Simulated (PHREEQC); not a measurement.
Dissolve 0.14 mol ZnCl2, 1.6e-05 mol NaOH and 0.036 mol FeSO4 per kg of water at 25 °C. It is in equilibrium with CO2 at log p = -1 (atm). Otherwise closed; pH follows from the charge balance.

Model: ion-association model, phreeqc.dat, run in PHREEQC.

### Question
The ionic strength comes out as 0.438 mol/kgw. What activity coefficients do ZnCl+, SO4-2, Zn+2, Na+, H+ get?

### Answer
ZnCl+ 0.66, SO4-2 0.22, Zn+2 0.23, Na+ 0.72, H+ 0.77.

Precipitation was switched off in this run.
